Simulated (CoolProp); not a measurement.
The numbers come from the reference Helmholtz-energy equation of state, de Vries 1995 in CoolProp.

### Question
Give the vapour pressure (bar), liquid density (kg/m³), liquid cp (kJ/(kg K)), vapour Z of saturated R124 at 291.7, 297.7, 315.6 K.

### Answer
```json
[
 {"T (K)": "291.7", "p (bar)": "3.12", "liquid density (kg/m³)": "1380", "liquid cp (kJ/(kg K))": "1.12", "vapour Z": "0.906"},
 {"T (K)": "297.7", "p (bar)": "3.77", "liquid density (kg/m³)": "1360", "liquid cp (kJ/(kg K))": "1.13", "vapour Z": "0.893"},
 {"T (K)": "315.6", "p (bar)": "6.35", "liquid density (kg/m³)": "1290", "liquid cp (kJ/(kg K))": "1.18", "vapour Z": "0.846"}
]
```
